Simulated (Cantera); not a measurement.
**Silicon oxide and oxynitride deposition: SiH₄ + CO₂ + N₂**

Feed: 1 mol SiH₄, 0.44 mol CO₂, 3 mol N₂, held at 1.00 bar.

Method: chemical equilibrium by Gibbs-energy minimisation in Cantera with the NASA 1993 tables (ideal gas, pure condensed phases). Candidate condensed phases: C, C₆H₆, C₇H₈, C₈H₁₈, H₂O, Si, SiC, SiO₂, Si₂N₂O, Si₃N₄; 151 gas species. N₂ is the only nitrogen source here; it is nearly inert below about 1500 K, so the nitride shown seldom forms there in practice. Mutual solubility and eutectic melting of coexisting phases are not modelled. The tables hold silica as quartz up to 1696 K and as liquid above; real silica turns to tridymite and cristobalite and melts near 1996 K. Equilibrium is a limit: real reactors are often held back by kinetics, nucleation or transport.

From 525 K to 750 K the condensed part is SiO₂(α-quartz) + Si₂N₂O(s). At 825 K the condensed part is C(graphite) + SiO₂(α-quartz) + Si₂N₂O(s). From 900 K to 1350 K the condensed part is C(graphite) + SiO₂(β-quartz) + Si₂N₂O(s). From 1425 K to 1500 K the condensed part is C(graphite) + Si₂N₂O(s).

| T (K) | x N₂ | x H₂ | x CH₄ | x CO | x NH₃ | n SiO₂(α-quartz) | n Si₂N₂O(s) | n C(graphite) | n SiO₂(β-quartz) |
|---|---|---|---|---|---|---|---|---|---|
| 525 | 0.630 | 0.246 | 0.107 | <1e-12 | 0.0173 | 0.253 | 0.373 | 0 | 0 |
| 600 | 0.628 | 0.262 | 0.106 | 2.89e-12 | 0.00442 | 0.253 | 0.373 | 0 | 0 |
| 675 | 0.628 | 0.266 | 0.105 | 1.02e-9 | 0.00142 | 0.253 | 0.373 | 0 | 0 |
| 750 | 0.627 | 0.267 | 0.105 | 1.15e-7 | 0.000558 | 0.253 | 0.373 | 0 | 0 |
| 825 | 0.615 | 0.302 | 0.0827 | 3.39e-6 | 0.000305 | 0.253 | 0.373 | 0.0868 | 0 |
| 900 | 0.591 | 0.366 | 0.0419 | 2.94e-5 | 0.000207 | 0 | 0.373 | 0.254 | 0.253 |
| 975 | 0.579 | 0.400 | 0.0201 | 0.000182 | 0.000133 | 0 | 0.374 | 0.348 | 0.253 |
| 1050 | 0.573 | 0.416 | 0.00992 | 0.000870 | 8.62e-5 | 0 | 0.375 | 0.391 | 0.250 |
| 1125 | 0.568 | 0.423 | 0.00516 | 0.00336 | 5.76e-5 | 0 | 0.379 | 0.401 | 0.243 |
| 1200 | 0.562 | 0.425 | 0.00285 | 0.0109 | 3.96e-5 | 0 | 0.390 | 0.376 | 0.219 |
| 1275 | 0.547 | 0.421 | 0.00164 | 0.0306 | 2.77e-5 | 0 | 0.422 | 0.287 | 0.157 |
| 1350 | 0.514 | 0.409 | 0.000963 | 0.0755 | 1.92e-5 | 0 | 0.496 | 0.0672 | 0.00780 |
| 1425 | 0.513 | 0.409 | 0.000629 | 0.0778 | 1.47e-5 | 0 | 0.500 | 0.0561 | 0 |
| 1500 | 0.512 | 0.409 | 0.000430 | 0.0778 | 1.16e-5 | 0 | 0.500 | 0.0558 | 0 |
x: gas mole fraction; n: condensed amount in mol.
